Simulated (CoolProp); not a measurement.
The fluid at 361.18 K and 1.74 MPa (liquid) is heated at constant pressure to 431.2 K. The same conditions are run with several fluids, on thermodynamics alone (safety and materials aside).

Computed with CoolProp (reference Helmholtz-energy equation of state of each fluid (R114: Platzer 1990; octamethyltrisiloxane (MDM): Thol 2017; the fluoroketone C6F12O (FK-5-1-12): McLinden 2015; dimethyl carbonate: Zhou 2011; octamethylcyclotetrasiloxane (D4): Thol 2015)). The equations of Platzer and Polt are older, rougher fits.

```csv
fluid,heat (kJ/kg),final phase,final density (kg/m³)
R114,152,gas,102
octamethyltrisiloxane (MDM),142,liquid,676
the fluoroketone C6F12O (FK-5-1-12),88.7,liquid,1000
dimethyl carbonate,143,liquid,873
octamethylcyclotetrasiloxane (D4),130,liquid,797
```
